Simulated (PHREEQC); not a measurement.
Dissolve 1.4 mmol/kgw CaBr2 at 12 °C. Closed to the air; pH follows from the charge balance.

Computed with PHREEQC (ion-association model, phreeqc.dat).

No solid was allowed to form.

Question: Predict the specific conductance.

Answer: specific conductance 254 µS/cm.

At this temperature some constants are extrapolated from 25 °C, and those without enthalpy data are left unchanged.
